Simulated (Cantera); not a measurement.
## Ignition delay

Mixture: CO : H₂ : CH₄ : O₂ : N₂ : H₂O = 1 : 0.12 : 0.87 : 5.23 : 19.7 : 0.56 (molar parts), equivalence ratio 0.44, at 2400 Torr, adiabatic and at constant pressure. Ignition delay is the time to a rise of 400 K.

Model: GRI-Mech 3.0 (53 species, 325 reactions), integrated in Cantera.

```
T0 (K)  delay (ms)
------  ----------
1200          2.63
1250          1.60
1300         0.988
1350         0.621
1400         0.400
1450         0.265
```

| Property | Value |
|---|---|
| apparent activation energy between 1350 and 1450 K | 140 kJ/mol |
